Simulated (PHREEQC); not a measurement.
Consider water at 11 °C with 12 mmol/kgw SrCl2, 0.41 mmol/kgw NaHCO3, 0.044 mmol/kgw KCl and 1.9 mmol/kgw HBr. Closed to the air; pH follows from the charge balance.

The numbers come from PHREEQC with the Pitzer model, pitzer.dat.

Q: The ionic strength comes out as 0.0379 mol/kgw. What activity coefficients do Na+, H+, Br-, K+, Sr+2 get?

A: Na+ 0.84, H+ 0.85, Br- 0.84, K+ 0.84, Sr+2 0.52. Single-ion values are on the MacInnes scale.

This is a speciation only: nothing precipitates in the calculation. Species that the database lacks are ignored. Away from 25 °C the constants follow the database's enthalpies or fits; those with neither stay at their 25 °C values.
